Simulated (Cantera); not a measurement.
Charge: 1 mol C₃H₈, 0.093 mol NH₃, 52 mol H₂, at 90.0 Torr.

These are equilibrium values from Cantera (NASA tables, ideal gas, pure condensed phases), not measurements of a reactor. Candidate condensed phases: C, C₆H₆, C₇H₈, C₈H₁₈; 92 gas species. Equilibrium is a limit: real reactors are often held back by kinetics, nucleation or transport.

Problem. Which condensed phases are stable at each of these points (T (K)): 2625, 2675, 2725, 2775, 2825, 2875, 2925, 2975?

Solution. 
| T (K) | condensed phases | C condensed (%) |
|---|---|---|
| 2625 | C(graphite) | 33.9 |
| 2675 | C(graphite) | 21.3 |
| 2725 | C(graphite) | 7.0 |
| 2775 | gas only | 0.0 |
| 2825 | gas only | 0.0 |
| 2875 | gas only | 0.0 |
| 2925 | gas only | 0.0 |
| 2975 | gas only | 0.0 |

From 2625 K to 2725 K the condensed part is C(graphite). From 2775 K to 2975 K nothing is condensed.
